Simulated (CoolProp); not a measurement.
Vapour pressure (MPa) of nitrous oxide: the reference equation beside estimates from Tc = 309.5 K, pc = 7.245 MPa, ω = 0.161. Clausius-Clapeyron is anchored at 197 K with a constant enthalpy of vaporisation of 15.84 kJ/mol.

The numbers come from the reference Helmholtz-energy equation of state, Lemmon 2006 in CoolProp. It is a short technical equation, of lower accuracy than the large ones.

| T (K) | reference | Lee-Kesler | Clausius-Clapeyron | van der Waals | Redlich-Kwong |
|---|---|---|---|---|---|
| 197 | 0.2007 | 0.2005 | 0.2007 | [?] | [?] |
| 203.3 | 0.2746 | 0.2746 | 0.2709 | 1.041 | [?] |
| 209.5 | 0.3660 | 0.3665 | 0.3575 | 1.221 | 0.4738 |
| 215.8 | 0.4810 | 0.4820 | 0.4662 | 1.423 | [?] |
| 222 | 0.6190 | 0.6205 | 0.5966 | 1.642 | 0.7753 |
| 228.3 | 0.7875 | 0.7896 | 0.7561 | 1.887 | 0.9704 |
| 234.5 | 0.9845 | 0.9870 | 0.9428 | 2.149 | 1.194 |
| 240.8 | 1.220 | 1.223 | 1.166 | [?] | 1.456 |

Q: Complete the blanks.

A: 
- 197, van der Waals: 0.8775
- 197, Redlich-Kwong: 0.2686
- 203.3, Redlich-Kwong: 0.3613
- 215.8, Redlich-Kwong: 0.6124
- 240.8, van der Waals: 2.438

Absolute difference from the reference over all 8 rows, mean and median: Lee-Kesler 0.2 and 0.2 %, Clausius-Clapeyron 2.9 and 3.3 %, van der Waals 196.1 and 180.6 %, Redlich-Kwong 26.4 and 26.3 %.
